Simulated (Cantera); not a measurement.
**Ignition delay**

Mixture: 40.3 % H₂, 5.65 % O₂, 54.0 % N₂, equivalence ratio 3.6, at 10.0 bar, adiabatic and at constant volume. Ignition delay is the time to a rise of 400 K.

Model: GRI-Mech 3.0 (53 species, 325 reactions), integrated in Cantera. The hydrogen kinetics of GRI-Mech 3.0 are dated; newer H2 mechanisms differ, most at raised pressure. Where the delays flatten at high temperature, the 400 K rule measures the pace of heat release, not the induction time.

| T0 (K) | delay (ms) |
|---|---|
| 1225 | 0.0373 |
| 1325 | 0.00785 |
| 1425 | 0.00409 |
| 1525 | 0.00270 |
| 1625 | 0.00202 |
| 1725 | 0.00164 |
| 1825 | 0.00143 |
